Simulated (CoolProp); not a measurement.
R507A at several states: fugacity coefficient from the reference equation and from simpler models built on Tc = 70.6 °C, pc = 3.705 MPa, ω = 0.286; each cubic takes its own stable root.

Model: reference Helmholtz-energy equation of state, Lemmon 2003, in CoolProp. It is a pseudo-pure fit of the blend.

```tsv
T (°C)	p (MPa)	phase	reference	van der Waals	Redlich-Kwong	Soave-Redlich-Kwong	Peng-Robinson
57.25	7.18	liquid	0.3202	0.4052	0.3561	0.3435	0.3255
-53.85	0.101	liquid	0.6785	0.9771	0.9679	0.6785	0.6850
192.45	0.014	gas	0.9995	0.9995	0.9995	0.9996	0.9995
-4.85	0.196	gas	0.9538	0.9719	0.9640	0.9605	0.9581
96.95	2.53	gas	0.8172	0.8326	0.8194	0.8273	0.8085
```

At some of these states van der Waals, Redlich-Kwong gives the other phase, because its saturation line lies elsewhere.
